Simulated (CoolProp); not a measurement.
Vapour-liquid equilibrium of CH2F2 (R32) (1) + R142b (2) at -24.35 °C; x and y are mole fractions of (1).

The numbers come from the multi-fluid Helmholtz-energy mixture model, Tillner-Roth 1997 and Lemmon 2006; pair parameters Bell 2016 in CoolProp.

| x | bubble pressure (bar) | y at the bubble point | dew pressure at overall composition x (bar) | liquid density (mol/L) |
|---|---|---|---|---|
| 0.05 | 0.7108 | 0.294 | 0.5475 | 12.49 |
| 0.2 | 1.280 | 0.660 | 0.6376 | 13.42 |
| 0.35 | 1.802 | 0.795 | 0.7630 | 14.47 |
| 0.5 | 2.246 | 0.864 | 0.9493 | 15.69 |
| 0.65 | 2.620 | 0.909 | 1.254 | 17.13 |
| 0.8 | 2.959 | 0.946 | 1.829 | 18.85 |
| 0.95 | 3.307 | 0.985 | 2.999 | 20.97 |

No azeotrope shows between x = 0.05 and 0.95.

The pair parameters rest on a limited set of measurements; away from them the model extrapolates.
